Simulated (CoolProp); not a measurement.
Vapour-liquid equilibrium of R22 (1) + dimethyl ether (2) at 253.5 K; x and y are mole fractions of (1).

The numbers come from the multi-fluid Helmholtz-energy mixture model, Kamei 1995 and Wu 2011; pair parameters Bell 2016 in CoolProp.

### Question
Give the bubble pressure and the first vapour's composition at x = 0.35, 0.8, 0.95. Is there an azeotrope?

### Answer
x = 0.35: 1.217 bar, y = 0.390; x = 0.8: 1.937 bar, y = 0.941; x = 0.95: 2.361 bar, y = 0.992. y crosses x between x = 0.2 and 0.35: the model has an azeotrope there.

The pair parameters rest on a limited set of measurements; away from them the model extrapolates.
